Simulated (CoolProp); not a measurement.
The fluoroketone C6F12O (FK-5-1-12) along the isotherm 226.85 °C: fugacity coefficient from the reference equation and from simpler models built on Tc = 168.7 °C, pc = 1.869 MPa, ω = 0.471; each cubic takes its own stable root.

The numbers come from the reference Helmholtz-energy equation of state, McLinden 2015 in CoolProp.

```tsv
p (MPa)	phase	reference
0.255	gas	0.9703
0.51	gas	0.9413
0.765	gas	0.9129
1.02	gas	0.8851
1.27	gas	0.8583
1.53	gas	0.8310
1.78	gas	0.8051
2.04	supercritical	0.7786
2.29	supercritical	0.7537
2.55	supercritical	0.7282
2.8	supercritical	0.7043
```

### Question
How far does each simpler model (van der Waals, Peng-Robinson) lie from the reference over these 11 states: mean and median of the absolute difference, and the worst?

### Answer
- van der Waals: mean 1.3 %, median 0.9 %, worst -4.1 % at 226.85 °C and 2.8 MPa
- Peng-Robinson: mean 1.5 %, median 1.7 %, worst -2.3 % at 226.85 °C and 2.8 MPa
